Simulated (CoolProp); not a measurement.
Values from CoolProp's reference Helmholtz-energy equation of state, Akasaka 2024.

Give the vapour pressure (MPa), liquid density (kg/m³), vapour density (kg/m³), enthalpy of vaporisation (kJ/kg) of saturated R1132(E) at 281.4, 301.2, 331 K.


```
T (K)  p (MPa)  liquid density (kg/m³)  vapour density (kg/m³)  enthalpy of vaporisation (kJ/kg)
-----  -------  ----------------------  ----------------------  --------------------------------
281.4     1.05                     976                    34.5                               240
301.2     1.79                     904                    60.9                               209
331       3.58                     753                     144                               142
```
